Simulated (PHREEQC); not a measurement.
## Alkaline etch or developer: speciation

Dissolve 0.49 mol/kgw NaOH and 0.00065 mol/kgw H4SiO4 at 20 °C. Closed to the air; pH follows from the charge balance.

All values are PHREEQC results (ion-association model, wateq4f.dat), not measurements.

Each row changes one thing in this solution. Precipitation was switched off in this run.

```tsv
case	pH	ionic strength (mol/kgw)
as made	13.67	0.491
NaOH from 0.49 to 0.441 mol/kgw	13.63	0.442
NaOH left out	6.53	2.95e-7
H4SiO4 left out	13.67	0.490
NaOH replaced by NaBr at the same molality	[?]	0.490
diluted 2-fold with water	13.40	0.245
0.0063 mol/kgw CdI2 added	[?]	0.493
diluted 100-fold with water	11.82	[?]
0.012 mol/kgw Ca(OH)2 added	13.68	0.509
```

Task: Some entries are withheld; supply them.

Result: 
- NaOH replaced by NaBr at the same molality, pH: 6.47
- 0.0063 mol/kgw CdI2 added, pH: 13.65
- diluted 100-fold with water, ionic strength (mol/kgw): 0.00490

Complexes and solids missing from the database can't appear. Some of these states are supersaturated (in Quartz (slow to form), Chalcedony (slow to form), Cd(OH)2, for instance).
